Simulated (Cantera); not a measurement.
Feed: 1 mol Ni, 3.7 mol NH3, 2.9 mol N2, held at 775 °C and 10.0 Torr.

Equilibrium computed with Cantera from the NASA thermochemical tables; the gas is ideal and each condensed phase is pure. Candidate condensed phases: Ni; 10 gas species. The numbers say what is thermodynamically allowed, not how fast it happens.

Task: What is the equilibrium state?

Result: 
```
Property        Value
----------  ---------
x(H2)           0.539
x(N2)           0.461
x(NH3)        1.54e-6
n(Ni(s))     1.00 mol
gas amount  10.30 mol
```
